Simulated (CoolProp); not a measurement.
A Linde-Hampson liquefier for nitrogen: isothermal reversible compression at 230 K from 1 atm to 10 MPa, throttling to 1 atm, return gas leaving the recuperator 10 K below the feed. Each further row changes one setting.

The numbers come from the reference Helmholtz-energy equation of state, Span 2000 in CoolProp.

```json
[
 {"case": "as stated", "liquid yield per pass": "0.071", "compression work (kJ/kg of gas)": "307"},
 {"case": "high pressure 20 MPa", "liquid yield per pass": "…", "compression work (kJ/kg of gas)": "351"},
 {"case": "warm-end temperature 260 K", "liquid yield per pass": "…", "compression work (kJ/kg of gas)": "351"},
 {"case": "warm-end gap 15 K", "liquid yield per pass": "…", "compression work (kJ/kg of gas)": "307"}
]
```

### Question
What belongs in the gaps?

### Answer

- high pressure 20 MPa, liquid yield per pass: 0.136
- warm-end temperature 260 K, liquid yield per pass: 0.043
- warm-end gap 15 K, liquid yield per pass: 0.057
